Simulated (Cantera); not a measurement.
Input: 1 mol FeCl2, 0.044 mol O2, 59 mol H2, held at 627 °C and 0.0225 Torr.

These are equilibrium values from Cantera (NASA tables, ideal gas, pure condensed phases), not measurements of a reactor. Candidate condensed phases: Fe, FeCl2, FeCl3, FeO, Fe(OH)2, Fe(OH)3, Fe2O3, Fe3O4, H2O; 22 gas species. The numbers say what is thermodynamically allowed, not how fast it happens.

Base state: H2 0.965, HCl 0.0331, H2O 0.00147, FeCl2 0.000114 (mole fractions); condensed: Fe(α).

Q: What changes in the equilibrium state with this change: O2 from 0.044 to 0.056 mol?

A: 
```tsv
species	before	after
H2	0.965	0.965
HCl	0.0331	0.0331
H2O	0.00147	0.00187
FeCl2	0.000114	0.000114
Fe(α), mol	0.993	0.993
```

Q: What changes in the equilibrium state with this change: O2 from 0.044 to 2.1 mol?

A: 
| species | before | after |
|---|---|---|
| H2 | 0.965 | 0.897 |
| H2O | 0.00147 | 0.0700 |
| HCl | 0.0331 | 0.0331 |
| FeCl2 | 0.000114 | 0.000123 |
| Fe(α), mol | 0.993 | 0.993 |
